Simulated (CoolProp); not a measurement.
A simple Rankine cycle with n-heptane: condensing at 299.15 K, boiler at 0.71 MPa, turbine inlet 470.1 K, turbine efficiency 0.65, pump efficiency 0.7, no recuperator. Each further row changes one setting.

Values from CoolProp's reference Helmholtz-energy equation of state, Span 2003. It is a short technical equation, of lower accuracy than the large ones.

```
case                             thermal efficiency (%)  net work (kJ/kg)  heat in (kJ/kg)  turbine exit temperature (K)  volume ratio over the turbine
-------------------------------  ----------------------  ----------------  ---------------  ----------------------------  -----------------------------
as stated                                          14.9               102              686                             ?                            118
turbine inlet 490.1 K                                 ?               108              738                         434.7                            115
condensing temperature 291.15 K                       ?               111              704                         409.7                            176
boiler pressure 0.497 MPa                             ?              97.1                ?                         420.2                           78.4
turbine efficiency 0.55                            12.6              86.2              686                         421.0                            120
```

Fill in the missing entries.


- as stated, turbine exit temperature (K): 413.7
- turbine inlet 490.1 K, thermal efficiency (%): 14.6
- condensing temperature 291.15 K, thermal efficiency (%): 15.7
- boiler pressure 0.497 MPa, thermal efficiency (%): 14.0
- boiler pressure 0.497 MPa, heat in (kJ/kg): 695
